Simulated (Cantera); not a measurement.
A perfectly stirred reactor is fed with CO : H2 : CH4 : O2 : N2 = 1 : 1 : 0.24 : 2.31 : 8.7 (molar parts), at 233 Torr; it is adiabatic with a 798 K inlet, and is followed from long to short residence time, starting on the burning branch (τ in s: 0.15, 0.064, 0.028, 0.012, 0.0052, 0.0023, 0.00099, 0.00043, 0.00019, 8.1e-05).

Detailed kinetics in Cantera: GRI-Mech 3.0 (53 species, 325 reactions).

### Question
Predict: blow-out, bracketed by the residence times tried; x(CO) at τ = 0.150 s; x(H2) at τ = 0.150 s; x(CH4) at τ = 0.150 s; x(H) at τ = 0.150 s; x(NO) at τ = 0.150 s; x(CO) at τ = 2.30 ms; x(H2) at τ = 2.30 ms; x(CH4) at τ = 2.30 ms; x(H) at τ = 2.30 ms; x(NO) at τ = 2.30 ms.

### Answer
| Property | Result |
|---|---|
| blow-out, bracketed by the residence times tried | burning at 81.0 µs, the shortest tried |
| x(CO) at τ = 0.150 s | 0.00662 |
| x(H2) at τ = 0.150 s | 0.00150 |
| x(CH4) at τ = 0.150 s | 6.75e-7 |
| x(H) at τ = 0.150 s | 0.000642 |
| x(NO) at τ = 0.150 s | 0.00247 |
| x(CO) at τ = 2.30 ms | 0.0247 |
| x(H2) at τ = 2.30 ms | 0.00728 |
| x(CH4) at τ = 2.30 ms | 1.61e-5 |
| x(H) at τ = 2.30 ms | 0.0103 |
| x(NO) at τ = 2.30 ms | 5.66e-5 |
